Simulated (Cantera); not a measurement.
Feed: 1 mol Si₃N₄, 2.3 mol N₂O, 3.3 mol N₂, 0.0061 mol H₂O, held at 0.0263 Torr.

Method: chemical equilibrium by Gibbs-energy minimisation in Cantera with the NASA 1993 tables (ideal gas, pure condensed phases). Candidate condensed phases: H₂O, Si, SiO₂, Si₂N₂O, Si₃N₄; 35 gas species. Mutual solubility and eutectic melting of coexisting phases are not modelled. The tables hold silica as quartz up to 1696 K and as liquid above; real silica turns to tridymite and cristobalite and melts near 1996 K. Equilibrium is a limit: real reactors are often held back by kinetics, nucleation or transport.

**Question.** Which condensed phases are stable at each of these points (T (K)): 1073, 1223, 1373, 1523, 1673, 1823, 1973?

**Answer.** 
```json
[
 {"T (K)": "1073", "condensed phases": "SiO₂(β-quartz) + Si₂N₂O(s)", "Si condensed (%)": "100.0"},
 {"T (K)": "1223", "condensed phases": "SiO₂(β-quartz) + Si₂N₂O(s)", "Si condensed (%)": "100.0"},
 {"T (K)": "1373", "condensed phases": "SiO₂(β-quartz) + Si₂N₂O(s)", "Si condensed (%)": "89.2"},
 {"T (K)": "1523", "condensed phases": "Si₂N₂O(s)", "Si condensed (%)": "46.1"},
 {"T (K)": "1673", "condensed phases": "Si(s)", "Si condensed (%)": "19.0"},
 {"T (K)": "1823", "condensed phases": "gas only", "Si condensed (%)": "0.0"},
 {"T (K)": "1973", "condensed phases": "gas only", "Si condensed (%)": "0.0"}
]
```

From 1073 K to 1373 K the condensed part is SiO₂(β-quartz) + Si₂N₂O(s). At 1523 K the condensed part is Si₂N₂O(s). At 1673 K the condensed part is Si(s). From 1823 K to 1973 K nothing is condensed.
